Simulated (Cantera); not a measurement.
Feed: 1 mol BN, 13 mol F2, 0.42 mol H2, at 725 °C.

Cantera equilibrium calculation (NASA polynomials, part measured and part estimated; ideal gas, pure solids and liquids). Candidate condensed phases: B, BN; 31 gas species. Equilibrium is a limit: real reactors are often held back by kinetics, nucleation or transport.

**Question.** At 1.00e-5 bar, list the 5 most abundant gas species with their mole fractions, and the condensed phases.

**Answer.** F 0.904, BF3 0.0409, HF 0.0343, N2 0.0204, F2 0.000880. Condensed: gas only.
